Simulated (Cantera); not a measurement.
Hydrocarbon pyrolysis for carbon deposition

An isothermal, constant-pressure homogeneous reactor starts with CH4 : H2 = 1 : 52 (molar parts), at 1875 K and 10.00 Torr.

Detailed kinetics in Cantera: GRI-Mech 3.0 (53 species, 325 reactions). GRI-Mech 3.0 stops at C3 and has no aromatics, soot or wall deposition, so with more carbon than oxygen in the feed, carbon stays in small species such as C2H2 where larger ones or solid carbon would form. Radical loss at walls, strong at low pressure, is not modelled.

| t (s) | x CH4 | x H2 | x CH3 | x C2H6 | x C2H | x C2H4 |
|---|---|---|---|---|---|---|
| 6.00e-6 | 0.0189 | 0.981 | 3.21e-7 | <1e-12 | <1e-12 | <1e-12 |
| 2.50e-5 | 0.0189 | 0.981 | 1.17e-6 | <1e-12 | <1e-12 | <1e-12 |
| 0.000104 | 0.0189 | 0.981 | 3.87e-6 | 7.31e-12 | <1e-12 | 2.48e-11 |
| 0.000436 | 0.0189 | 0.981 | 1.43e-5 | 3.01e-10 | <1e-12 | 1.64e-9 |
| 0.00182 | 0.0188 | 0.981 | 5.75e-5 | 7.76e-9 | <1e-12 | 1.08e-7 |
| 0.00758 | 0.0186 | 0.981 | 0.000234 | 1.22e-7 | 2.30e-11 | 4.97e-6 |
| 0.0316 | 0.0171 | 0.979 | 0.000808 | 8.50e-7 | 1.13e-8 | 3.80e-5 |
| 0.132 | 0.00896 | 0.982 | 0.000721 | 4.53e-7 | 2.13e-7 | 1.98e-5 |
| 0.551 | 0.00210 | 0.985 | 0.000208 | 3.14e-8 | 4.75e-7 | 2.92e-6 |
| 2.30 | 0.000380 | 0.985 | 4.26e-5 | 1.17e-9 | 5.99e-7 | 1.74e-6 |
| 9.59 | 8.49e-5 | 0.985 | 9.77e-6 | 6.49e-11 | 6.27e-7 | 1.71e-6 |
| 40.0 | 4.30e-5 | 0.985 | 4.96e-6 | 2.04e-11 | 6.29e-7 | 1.71e-6 |
x: mole fraction; the columns are a selection and need not sum to one.

Equilibrium at this temperature and pressure: CH4 4.23e-5, H2 0.985, CH3 4.88e-6, C2H6 1.99e-11, C2H 6.29e-7, C2H4 1.71e-6 (gas phase only).
